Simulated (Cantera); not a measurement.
Abatement and gas-phase synthesis: SO2 + H2 + O2

Feed: 1 mol SO2, 9.7 mol H2, 3.1 mol O2, at 27.8 Torr.

Equilibrium computed with Cantera from the NASA thermochemical tables; the gas is ideal and each condensed phase is pure. Candidate condensed phases: H2O, H2SO4, S; 19 gas species. The numbers say what is thermodynamically allowed, not how fast it happens.

From 2877 °C to 3202 °C nothing is condensed.

| T (°C) | x H | x O | x H2 | x OH | x H2O | x O2 | x S | x SO |
|---|---|---|---|---|---|---|---|---|
| 2877 | 0.474 | 0.165 | 0.139 | 0.0800 | 0.0631 | 0.0294 | 0.0165 | 0.0245 |
| 2902 | 0.491 | 0.174 | 0.130 | 0.0762 | 0.0533 | 0.0280 | 0.0175 | 0.0233 |
| 2927 | 0.507 | 0.182 | 0.120 | 0.0723 | 0.0447 | 0.0265 | 0.0185 | 0.0221 |
| 2952 | 0.522 | 0.191 | 0.111 | 0.0682 | 0.0374 | 0.0249 | 0.0195 | 0.0208 |
| 2977 | 0.535 | 0.199 | 0.103 | 0.0640 | 0.0310 | 0.0233 | 0.0205 | 0.0195 |
| 3002 | 0.548 | 0.206 | 0.0947 | 0.0598 | 0.0257 | 0.0217 | 0.0215 | 0.0183 |
| 3027 | 0.560 | 0.213 | 0.0870 | 0.0557 | 0.0212 | 0.0201 | 0.0224 | 0.0170 |
| 3052 | 0.571 | 0.220 | 0.0797 | 0.0518 | 0.0174 | 0.0186 | 0.0234 | 0.0158 |
| 3077 | 0.581 | 0.226 | 0.0728 | 0.0479 | 0.0142 | 0.0171 | 0.0243 | 0.0145 |
| 3102 | 0.590 | 0.231 | 0.0665 | 0.0442 | 0.0116 | 0.0157 | 0.0251 | 0.0134 |
| 3127 | 0.598 | 0.236 | 0.0606 | 0.0407 | 0.00947 | 0.0143 | 0.0260 | 0.0123 |
| 3152 | 0.606 | 0.241 | 0.0551 | 0.0374 | 0.00771 | 0.0130 | 0.0267 | 0.0112 |
| 3177 | 0.613 | 0.246 | 0.0501 | 0.0343 | 0.00627 | 0.0119 | 0.0275 | 0.0103 |
| 3202 | 0.619 | 0.249 | 0.0456 | 0.0314 | 0.00510 | 0.0108 | 0.0282 | 0.00933 |
x: gas mole fraction; nothing condenses.
